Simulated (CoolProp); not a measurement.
Vapour-liquid equilibrium of CHF3 (R23) (1) + R152A (2) at 263.6 K; x and y are mole fractions of (1).

Model: multi-fluid Helmholtz-energy mixture model, Penoncello 2003 and Outcalt 1996; pair parameters Bell 2016, in CoolProp.

| x | bubble pressure (MPa) | y at the bubble point | dew pressure at overall composition x (MPa) | liquid density (mol/L) |
|---|---|---|---|---|
| 0.05 | 0.2504 | 0.283 | 0.1938 | 14.95 |
| 0.2 | 0.4612 | 0.650 | 0.2269 | 15.28 |
| 0.35 | 0.6915 | 0.797 | 0.2734 | 15.58 |
| 0.5 | 0.9392 | 0.876 | 0.3435 | 15.83 |
| 0.65 | 1.203 | 0.926 | 0.4610 | 16.01 |
| 0.8 | 1.485 | 0.961 | 0.6983 | 16.06 |
| 0.95 | 1.796 | 0.991 | 1.386 | 15.89 |

No azeotrope shows between x = 0.05 and 0.95.

Pair parameters are fitted to limited data, so mixtures are less certain than the pure fluids.
